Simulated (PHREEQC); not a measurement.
Dissolve 0.0022 mol ZnSO4 and 0.2 mol FeSO4 per kg of water at 25 °C. Closed to the air; pH follows from the charge balance.

Computed with PHREEQC (ion-association model, wateq4f.dat).

Each row changes one thing in this solution. This is a speciation only: nothing precipitates in the calculation.

```
case                            pH  ionic strength (mol/kgw)  Fe+2 (mol/kgw)  SO4-2 (mol/kgw)  FeSO4 (mol/kgw)  ZnSO4 (mol/kgw)  SI of Melanterite (FeSO4:7H2O)  SI of Zincite(c) (ZnO)
----------------------------  ----  ------------------------  --------------  ---------------  ---------------  ---------------  ------------------------------  ----------------------
as made                       5.82                     0.409           0.102            0.102           0.0984         0.000883                           -1.02                   -3.24
diluted 100-fold with water      ?                   0.00699         0.00173          0.00175         0.000271          3.75e-6                           -3.61                   -3.60
temperature from 25 to 65 °C  5.43                     0.329          0.0814           0.0817                ?         0.000991                           -1.60                   -2.10
temperature from 25 to 45 °C  5.60                     0.363          0.0902           0.0903                ?         0.000946                               ?                       ?
```

Task: Some entries are withheld; supply them.

Result: 
- diluted 100-fold with water, pH: 6.21
- temperature from 25 to 65 °C, FeSO4 (mol/kgw): 0.119
- temperature from 25 to 45 °C, FeSO4 (mol/kgw): 0.110
- temperature from 25 to 45 °C, SI of Melanterite (FeSO4:7H2O): -1.34
- temperature from 25 to 45 °C, SI of Zincite(c) (ZnO): -2.66

At this temperature some constants are extrapolated from 25 °C, and those without enthalpy data are left unchanged.
